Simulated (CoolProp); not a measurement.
Vapour-liquid equilibrium of propane (1) + n-pentane (2) at 332.1 K; x and y are mole fractions of (1).

Values from CoolProp's multi-fluid Helmholtz-energy mixture model, Lemmon 2009 and Thol 2019; pair parameters Kunz 2012.

```json
[
 {"x": "0.05", "bubble pressure, mixture model (MPa)": "0.2984", "bubble pressure, Raoult's law (MPa)": "0.3013", "y, mixture model": "0.314", "y, Raoult's law": "0.344"},
 {"x": "0.125", "bubble pressure, mixture model (MPa)": "0.4311", "bubble pressure, Raoult's law (MPa)": "0.4411", "y, mixture model": "0.542", "y, Raoult's law": "0.587"},
 {"x": "0.2", "bubble pressure, mixture model (MPa)": "0.5617", "bubble pressure, Raoult's law (MPa)": "0.5808", "y, mixture model": "0.663", "y, Raoult's law": "0.713"},
 {"x": "0.275", "bubble pressure, mixture model (MPa)": "0.6913", "bubble pressure, Raoult's law (MPa)": "0.7206", "y, mixture model": "0.740", "y, Raoult's law": "0.791"},
 {"x": "0.35", "bubble pressure, mixture model (MPa)": "0.8208", "bubble pressure, Raoult's law (MPa)": "0.8603", "y, mixture model": "0.793", "y, Raoult's law": "0.843"},
 {"x": "0.425", "bubble pressure, mixture model (MPa)": "0.9508", "bubble pressure, Raoult's law (MPa)": "1.000", "y, mixture model": "0.833", "y, Raoult's law": "0.880"},
 {"x": "0.5", "bubble pressure, mixture model (MPa)": "1.082", "bubble pressure, Raoult's law (MPa)": "1.140", "y, mixture model": "0.865", "y, Raoult's law": "0.909"},
 {"x": "0.575", "bubble pressure, mixture model (MPa)": "1.215", "bubble pressure, Raoult's law (MPa)": "1.280", "y, mixture model": "0.891", "y, Raoult's law": "0.931"},
 {"x": "0.65", "bubble pressure, mixture model (MPa)": "1.351", "bubble pressure, Raoult's law (MPa)": "1.419", "y, mixture model": "0.914", "y, Raoult's law": "0.949"},
 {"x": "0.725", "bubble pressure, mixture model (MPa)": "1.490", "bubble pressure, Raoult's law (MPa)": "1.559", "y, mixture model": "0.933", "y, Raoult's law": "0.963"},
 {"x": "0.8", "bubble pressure, mixture model (MPa)": "1.635", "bubble pressure, Raoult's law (MPa)": "1.699", "y, mixture model": "0.952", "y, Raoult's law": "0.975"},
 {"x": "0.875", "bubble pressure, mixture model (MPa)": "1.787", "bubble pressure, Raoult's law (MPa)": "1.838", "y, mixture model": "0.969", "y, Raoult's law": "0.986"},
 {"x": "0.95", "bubble pressure, mixture model (MPa)": "1.952", "bubble pressure, Raoult's law (MPa)": "1.978", "y, mixture model": "0.987", "y, Raoult's law": "0.995"}
]
```

The largest gap from Raoult's law is -5.1 % in bubble pressure, at x = 0.5. No azeotrope shows between x = 0.05 and 0.95.

The pair parameters rest on a limited set of measurements; away from them the model extrapolates.
